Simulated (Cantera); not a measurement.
Input (Python, Cantera):

```python
import numpy as np
import cantera as ct

gas = ct.Solution("gri30.yaml")
gas.TPX = 1425, 2666, {'H2': 0.15, 'O2': 1, 'N2': 0.13}
reactor = ct.IdealGasConstPressureReactor(gas, energy="off", clone=False)
net = ct.ReactorNet([reactor])
net.rtol, net.atol = 1e-08, 1e-18
show = ['H2', 'O2', 'H2O', 'H', 'NO', 'O', 'HO2']
times = np.geomspace(0.0004, 90, 12)

steps = ct.SolutionArray(gas, extra=["t"])
rows = []
print(f"{'t/s':>10s}{'T/K':>9s}{'P/Pa':>11s}" + "".join(f"{s:>11s}" for s in show))
for t in times:
    while net.time < t:
        t_next = net.step()
        steps.append(gas.state, t=t_next)
    rows.append([np.interp(t, steps.t, y) for y in (steps.T, steps.P, *steps(*show).X.T)])
    print(f"{t:10.3e}{rows[-1][0]:9.1f}{rows[-1][1]:11.4g}" + "".join(f"{x:11.3e}" for x in rows[-1][2:]))
rate = np.gradient(steps.T, steps.t)
print("integrator steps:", len(steps.t))
if steps.T.max() > steps.T[0] + 200:
    print(f"time of steepest temperature rise: {steps.t[rate.argmax()]:.4e} s")
gas.TPX = 1425, 2666, {'H2': 0.15, 'O2': 1, 'N2': 0.13}
gas.equilibrate("TP")
print(f"equilibrium (TP): T = {gas.T:.1f} K  " + "  ".join(f"{s} {gas[s].X[0]:.3e}" for s in show))
```

Output:

```
       t/s      T/K       P/Pa         H2         O2        H2O          H         NO          O        HO2
 4.000e-04   1425.0       2666  1.271e-02  7.064e-01  8.210e-02  2.865e-02  1.046e-08  5.232e-02  6.746e-06
 1.226e-03   1425.0       2666  4.074e-03  7.009e-01  9.630e-02  2.294e-02  1.630e-07  6.155e-02  6.580e-06
 3.760e-03   1425.0       2666  3.322e-03  7.154e-01  1.026e-01  1.602e-02  4.896e-07  4.811e-02  6.503e-06
 1.153e-02   1425.0       2666  1.766e-03  7.412e-01  1.134e-01  5.714e-03  8.514e-07  2.400e-02  5.684e-06
 3.534e-02   1425.0       2666  4.135e-04  7.609e-01  1.212e-01  6.135e-04  9.671e-07  5.404e-03  2.996e-06
 1.084e-01   1425.0       2666  5.703e-05  7.663e-01  1.236e-01  3.103e-05  9.812e-07  7.378e-04  7.673e-07
 3.322e-01   1425.0       2666  8.600e-06  7.673e-01  1.242e-01  1.820e-06  9.847e-07  1.113e-04  1.833e-07
 1.019e+00   1425.0       2666  1.761e-06  7.675e-01  1.243e-01  1.695e-07  9.860e-07  2.284e-05  1.062e-07
 3.123e+00   1425.0       2666  6.577e-07  7.676e-01  1.244e-01  3.889e-08  9.860e-07  8.549e-06  1.263e-07
 9.575e+00   1425.0       2666  5.766e-07  7.676e-01  1.244e-01  3.194e-08  9.870e-07  7.495e-06  1.316e-07
 2.935e+01   1425.0       2666  5.764e-07  7.676e-01  1.244e-01  3.194e-08  9.902e-07  7.494e-06  1.316e-07
 9.000e+01   1425.0       2666  5.764e-07  7.676e-01  1.244e-01  3.194e-08  1.000e-06  7.494e-06  1.316e-07
integrator steps: 1795
equilibrium (TP): T = 1425.0 K  H2 5.766e-07  O2 7.673e-01  H2O 1.244e-01  H 3.194e-08  NO 5.904e-04  O 7.492e-06  HO2 1.316e-07
```

Model: GRI-Mech 3.0 (53 species, 325 reactions), integrated in Cantera. Radical loss at walls, strong at low pressure, is not modelled. The temperature is held fixed by assumption; the heat of reaction is taken as removed at once.
